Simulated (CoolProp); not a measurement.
Computed with CoolProp (reference Helmholtz-energy equation of state, Lemmon 2006). It is a short technical equation, of lower accuracy than the large ones.

**Question.** For acetone, give the phase and the density (kg/m³), Joule-Thomson coefficient (K/MPa), isothermal compressibility (1/MPa), expansivity (1/kK) at 64.95 °C and 5.11 MPa; 100.95 °C and 5.11 MPa.

**Answer.** 
- 64.95 °C and 5.11 MPa: liquid; density 745, Joule-Thomson coefficient -0.286, isothermal compressibility 0.00177, expansivity 1.55
- 100.95 °C and 5.11 MPa: liquid; density 702, Joule-Thomson coefficient -0.197, isothermal compressibility 0.00261, expansivity 1.80
